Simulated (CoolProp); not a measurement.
Properties of isobutene along the isobar 187 bar.

The numbers come from the reference Helmholtz-energy equation of state, Lemmon 2005 in CoolProp. It is a short technical equation, of lower accuracy than the large ones.

| T (K) | phase | isothermal compressibility (1/MPa) | fugacity coefficient |
|---|---|---|---|
| 321.6 | liquid | 0.002504 | 0.05334 |
| 341.9 | liquid | 0.003093 | 0.08108 |
| 362.1 | liquid | 0.003860 | 0.1156 |
| 382.3 | liquid | 0.004875 | 0.1566 |
| 402.6 | liquid | 0.006238 | 0.2035 |
| 422.8 | supercritical | 0.008050 | 0.2545 |
| 443 | supercritical | 0.01045 | 0.3086 |
| 463.3 | supercritical | 0.01357 | 0.3644 |
| 483.5 | supercritical | 0.01743 | 0.4201 |
| 503.7 | supercritical | 0.02194 | 0.4747 |
| 524 | supercritical | 0.02683 | 0.5273 |
